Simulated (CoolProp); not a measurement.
Properties of R143a along the isobar 5.13 bar.

Model: reference Helmholtz-energy equation of state, Lemmon and Jacobsen 2000, in CoolProp.

```tsv
T (K)	phase	density (kg/m³)	viscosity (µPa s)	fugacity coefficient
301.3	gas	18.85	11.3	0.9191
324.2	gas	17.13	12.2	0.9374
347.1	gas	15.75	13.0	0.9506
370	gas	14.61	13.9	0.9605
392.8	gas	13.65	14.7	0.9680
415.7	gas	12.81	15.4	0.9739
438.6	gas	12.08	16.2	0.9787
461.5	gas	11.44	17.0	0.9825
484.4	gas	10.86	17.7	0.9856
```

Viscosity comes from a separate model (Klein 1997), an estimate that may be off by 10 % or more.
